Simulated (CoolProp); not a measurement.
Vapour pressure (MPa) of n-pentane: the reference equation beside estimates from Tc = 469.7 K, pc = 3.368 MPa, ω = 0.251. Clausius-Clapeyron is anchored at 251.4 K with a constant enthalpy of vaporisation of 28.87 kJ/mol.

Model: reference Helmholtz-energy equation of state, Thol 2019, in CoolProp.

| T (K) | reference | Clausius-Clapeyron | Redlich-Kwong | Soave-Redlich-Kwong | Peng-Robinson |
|---|---|---|---|---|---|
| 230 | 0.002202 | 0.002270 | 0.005667 | 0.002122 | 0.002308 |
| 240.7 | 0.004400 | 0.004441 | 0.01063 | 0.004256 | 0.004550 |
| 251.4 | 0.008205 | 0.008205 | 0.01863 | 0.007971 | 0.008399 |
| 262.1 | 0.01442 | 0.01442 | 0.03084 | 0.01407 | 0.01464 |
| 272.8 | 0.02407 | 0.02425 | 0.04859 | 0.02358 | 0.02429 |
| 283.6 | 0.03856 | 0.03937 | 0.07365 | 0.03794 | 0.03873 |
| 294.3 | 0.05912 | 0.06144 | 0.1072 | 0.05841 | 0.05919 |
| 305 | 0.08757 | 0.09294 | 0.1510 | 0.08685 | 0.08745 |
| 315.7 | 0.1258 | 0.1367 | 0.2070 | 0.1252 | 0.1254 |
| 326.5 | 0.1764 | 0.1967 | 0.2775 | 0.1762 | 0.1757 |
| 337.2 | 0.2408 | 0.2756 | 0.3631 | 0.2412 | 0.2398 |
| 347.9 | 0.3217 | 0.3783 | 0.4661 | 0.3232 | 0.3204 |
| 358.6 | 0.4217 | 0.5095 | 0.5882 | 0.4248 | 0.4203 |
| 369.3 | 0.5434 | 0.6745 | 0.7311 | 0.5488 | 0.5422 |
| 380.1 | 0.6912 | 0.8811 | 0.8982 | 0.6995 | 0.6905 |

Absolute difference from the reference over all 15 rows, mean and median: Clausius-Clapeyron 9.4 and 6.1 %, Redlich-Kwong 80.5 and 72.4 %, Soave-Redlich-Kwong 1.5 and 1.2 %, Peng-Robinson 1.1 and 0.4 %.
